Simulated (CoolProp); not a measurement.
Computed with CoolProp (reference Helmholtz-energy equation of state, Marx 1992).

Task: Give the vapour pressure (MPa), liquid density (kg/m³), vapour density (kg/m³) of saturated R113 at 386.1, 461.9 K.

Result: 
| T (K) | p (MPa) | liquid density (kg/m³) | vapour density (kg/m³) |
|---|---|---|---|
| 386.1 | 0.585 | 1330 | 39.9 |
| 461.9 | 2.32 | 1010 | 192 |
